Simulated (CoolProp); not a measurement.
Water along the isobar 241 bar: density (kg/m³) from the reference equation and from simpler models built on Tc = 373.9 °C, pc = 220.6 bar, ω = 0.344; each cubic takes its own stable root.

Values from CoolProp's reference Helmholtz-energy equation of state, Wagner 2002.

| T (°C) | phase | reference | van der Waals | Redlich-Kwong | Peng-Robinson |
|---|---|---|---|---|---|
| 316.85 | liquid | 708.3 | 348.4 | 462.2 | 549.2 |
| 323.95 | liquid | 692.7 | 341.7 | 449.9 | 533.4 |
| 331.05 | liquid | 675.8 | 334.5 | 436.8 | 516.3 |
| 338.25 | liquid | 657.1 | 326.7 | 422.5 | 497.4 |
| 345.35 | liquid | 636.5 | 318.2 | 407.1 | 476.9 |
| 352.45 | liquid | 613.1 | 308.8 | 390.1 | 453.8 |
| 359.55 | liquid | 585.6 | 298.2 | 370.6 | 427.1 |
| 366.75 | liquid | 550.3 | 285.5 | 347.2 | 394.1 |
| 373.85 | liquid | 499.4 | 269.9 | 317.4 | 350.0 |
| 380.95 | supercritical | 355.2 | 247.9 | 269.6 | 264.9 |
| 388.05 | supercritical | 191.9 | 204.4 | 188.5 | 182.1 |
| 395.25 | supercritical | 161.8 | 162.4 | 159.8 | 157.7 |
| 402.35 | supercritical | 145.6 | 146.1 | 145.4 | 143.9 |
| 409.45 | supercritical | 134.5 | 135.9 | 135.5 | 134.1 |
| 416.55 | supercritical | 126.2 | 128.4 | 128.0 | 126.6 |
